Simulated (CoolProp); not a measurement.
Vapour pressure (bar) of R123: the reference equation beside estimates from Tc = 456.8 K, pc = 36.62 bar, ω = 0.282. Clausius-Clapeyron is anchored at 307.8 K with a constant enthalpy of vaporisation of 25.58 kJ/mol.

The numbers come from the reference Helmholtz-energy equation of state, Younglove 1994 in CoolProp. It is a modified Benedict-Webb-Rubin equation, recast in Helmholtz form.

```csv
T (K),reference,Lee-Kesler,Clausius-Clapeyron,van der Waals,Redlich-Kwong,Soave-Redlich-Kwong,Peng-Robinson
276.4,?,0.3723,0.4143,3.338,0.8182,0.3753,0.3834
292.1,0.7259,?,0.7536,4.549,1.419,0.7219,0.7294
307.8,1.290,1.285,1.290,6.024,2.300,1.286,1.288
323.6,2.154,2.156,2.101,7.797,3.537,2.155,2.145
339.3,3.398,3.410,3.262,9.865,5.179,3.410,3.380
355,5.122,5.146,4.872,12.26,7.298,5.159,5.098
370.8,7.451,7.483,7.048,15.01,9.975,7.528,7.428
386.5,10.47,10.50,9.873,18.09,13.24,10.60,10.46
402.2,14.32,14.35,13.47,21.55,17.15,14.52,14.34
418,19.17,19.19,?,25.42,21.81,19.45,19.25
433.7,25.13,25.17,23.48,29.65,?,25.46,25.28
```

Question: Some entries are withheld; supply them.

Answer: 
- 276.4, reference: 0.3779
- 292.1, Lee-Kesler: 0.7196
- 418, Clausius-Clapeyron: 17.99
- 433.7, Redlich-Kwong: 27.20

Absolute difference from the reference over all 11 rows, mean and median: Lee-Kesler 0.4 and 0.4 %, Clausius-Clapeyron 5.0 and 5.4 %, van der Waals 231.3 and 139.4 %, Redlich-Kwong 50.1 and 42.5 %, Soave-Redlich-Kwong 0.8 and 0.7 %, Peng-Robinson 0.5 and 0.4 %.
